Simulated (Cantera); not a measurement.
## Si + HCl + H2 + Cl2 (chlorosilane synthesis and conversion)

Input: 1 mol Si, 0.53 mol HCl, 1.5 mol H2, 1.7 mol Cl2, equilibrated at 350000 Pa.

These are equilibrium values from Cantera (NASA tables, ideal gas, pure condensed phases), not measurements of a reactor. Candidate condensed phases: Si; 19 gas species. The tables' values for SiCl3 are old estimates; treat these amounts as uncertain. Kinetics and transport are ignored.

```tsv
T (K)	x H2	x SiCl4	x SiHCl3	x HCl	x SiCl3	x SiH2Cl2	x SiCl2
625	0.633	0.340	0.0258	0.000403	1.30e-7	0.000106	4.67e-11
675	0.633	0.340	0.0265	0.00107	6.18e-7	0.000128	5.11e-10
725	0.631	0.338	0.0277	0.00238	2.43e-6	0.000158	4.25e-9
775	0.629	0.336	0.0298	0.00459	8.27e-6	0.000204	2.88e-8
825	0.626	0.333	0.0329	0.00784	2.51e-5	0.000274	1.67e-7
875	0.622	0.329	0.0369	0.0121	6.91e-5	0.000379	8.41e-7
925	0.616	0.324	0.0418	0.0174	0.000174	0.000529	3.72e-6
975	0.610	0.318	0.0472	0.0235	0.000404	0.000734	1.45e-5
1025	0.603	0.311	0.0531	0.0304	0.000869	0.00100	5.07e-5
1075	0.596	0.304	0.0590	0.0381	0.00174	0.00134	0.000158
1125	0.588	0.295	0.0646	0.0467	0.00326	0.00173	0.000443
```
x: gas mole fraction; nothing condenses.

From 625 K to 1125 K nothing is condensed. The main Si-bearing gas is SiCl4 throughout.
